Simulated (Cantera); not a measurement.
## NO annealing gas

An isothermal, constant-pressure homogeneous reactor starts with 10.5 % NO, 89.5 % N2, at 1925 K and 1800 Pa.

Computed with Cantera and GRI-Mech 3.0 (53 species, 325 reactions). Radical loss at walls, strong at low pressure, is not modelled.

| t (s) | x NO | x N2O | x N2 | x O2 | x O | x NO2 |
|---|---|---|---|---|---|---|
| 3.00e-6 | 0.105 | 3.95e-10 | 0.895 | <1e-12 | 3.95e-10 | <1e-12 |
| 2.06e-5 | 0.105 | 2.70e-9 | 0.895 | <1e-12 | 2.71e-9 | <1e-12 |
| 0.000141 | 0.105 | 1.85e-8 | 0.895 | 2.60e-12 | 1.86e-8 | 4.32e-12 |
| 0.000965 | 0.105 | 1.25e-7 | 0.895 | 1.22e-10 | 1.28e-7 | 1.95e-10 |
| 0.00662 | 0.105 | 7.98e-7 | 0.895 | 5.98e-9 | 9.35e-7 | 7.38e-9 |
| 0.0453 | 0.105 | 3.46e-6 | 0.895 | 3.53e-7 | 8.29e-6 | 1.49e-7 |
| 0.311 | 0.105 | 4.76e-6 | 0.895 | 2.48e-5 | 6.62e-5 | 1.20e-6 |
| 2.13 | 0.104 | 4.41e-6 | 0.895 | 0.000656 | 0.000145 | 2.39e-6 |
| 14.6 | 0.0918 | 3.25e-6 | 0.901 | 0.00658 | 0.000258 | 4.39e-6 |
| 100 | 0.0224 | 1.88e-7 | 0.936 | 0.0411 | 0.000563 | 2.61e-6 |
x: mole fraction; the columns are a selection and need not sum to one.

Equilibrium at this temperature and pressure: NO 0.00334, N2O 2.78e-8, N2 0.945, O2 0.0506, O 0.000621, NO2 4.32e-7 (gas phase only).
